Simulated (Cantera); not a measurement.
An isothermal, constant-pressure homogeneous reactor starts with NO : N₂ = 1 : 0.75 (molar parts), at 1975 K and 0.987 atm. Integrator tolerance rtol = 1e-08.

Model: GRI-Mech 3.0 (53 species, 325 reactions), integrated in Cantera.

Problem. What does this change do: pressure from 0.987 atm to 0.00987 atm?

Solution. 
```json
[
 {"quantity": "x(NO) at 3.00 s", "before": "0.0478 (gas-phase equilibrium 0.00788)", "after": "0.516 (gas-phase equilibrium 0.00786)"},
 {"quantity": "x(N₂O) at 3.00 s", "before": "1.33e-6 (gas-phase equilibrium 4.22e-7)", "after": "7.79e-5 (gas-phase equilibrium 4.20e-8)"},
 {"quantity": "x(NO₂) at 3.00 s", "before": "9.58e-5 (gas-phase equilibrium 1.64e-5)", "after": "3.08e-5 (gas-phase equilibrium 1.63e-6)"},
 {"quantity": "x(N₂) at 3.00 s", "before": "0.690 (gas-phase equilibrium 0.710)", "after": "0.456 (gas-phase equilibrium 0.709)"},
 {"quantity": "x(O₂) at 3.00 s", "before": "0.262 (gas-phase equilibrium 0.282)", "after": "0.0270 (gas-phase equilibrium 0.280)"},
 {"quantity": "x(O) at 3.00 s", "before": "0.000284 (gas-phase equilibrium 0.000294)", "after": "0.00119 (gas-phase equilibrium 0.00293)"}
]
```
Radical loss at walls, strong at low pressure, is not modelled.

Problem. What does this change do: N2 0.75 to 2.5 parts?

Solution. 
```json
[
 {"quantity": "x(NO) at 3.00 s", "before": "0.0478 (gas-phase equilibrium 0.00788)", "after": "0.0479 (gas-phase equilibrium 0.00609)"},
 {"quantity": "x(N₂O) at 3.00 s", "before": "1.33e-6 (gas-phase equilibrium 4.22e-7)", "after": "1.31e-6 (gas-phase equilibrium 3.57e-7)"},
 {"quantity": "x(NO₂) at 3.00 s", "before": "9.58e-5 (gas-phase equilibrium 1.64e-5)", "after": "6.48e-5 (gas-phase equilibrium 8.92e-6)"},
 {"quantity": "x(N₂) at 3.00 s", "before": "0.690 (gas-phase equilibrium 0.710)", "after": "0.833 (gas-phase equilibrium 0.854)"},
 {"quantity": "x(O₂) at 3.00 s", "before": "0.262 (gas-phase equilibrium 0.282)", "after": "0.119 (gas-phase equilibrium 0.140)"},
 {"quantity": "x(O) at 3.00 s", "before": "0.000284 (gas-phase equilibrium 0.000294)", "after": "0.000192 (gas-phase equilibrium 0.000207)"}
]
```
